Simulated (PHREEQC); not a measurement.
Dissolve 0.0025 mol CuSO4, 0.00057 mol H2SO4 and 0.0022 mol KCl per kg of water at 20 °C. Closed to the air; pH follows from the charge balance.

Equilibrium calculation in PHREEQC: ion-association model, phreeqc.dat.

This is a speciation only: nothing precipitates in the calculation.

### Question
Predict the pH, ionic strength, specific conductance.

### Answer
pH 3.04; ionic strength 0.0118 mol/kgw; specific conductance 1040 µS/cm.

### Question
In which forms is Cu present?

### Answer
Cu+2 83 %, CuSO4 17 % of the Cu.
